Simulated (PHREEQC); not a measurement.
Solution (20 °C): 0.029 mol/kgw HF, 0.086 mol/kgw NH4F, 3e-07 mol/kgw H4SiO4 and 0.02 mol/kgw H2SO4. Closed to the air; pH follows from the charge balance.

Computed with PHREEQC (ion-association model, phreeqc.dat).

Precipitation was switched off in this run.

### Question
Estimate the pH.

### Answer
pH 2.85.

### Question
In which forms is S present?

### Answer
SO4-2 70 %, NH4SO4- 26 %, HSO4- 4.1 % of the S.

Complexes and solids missing from the database can't appear. SiF6-2 is the database's only silicon fluoride.
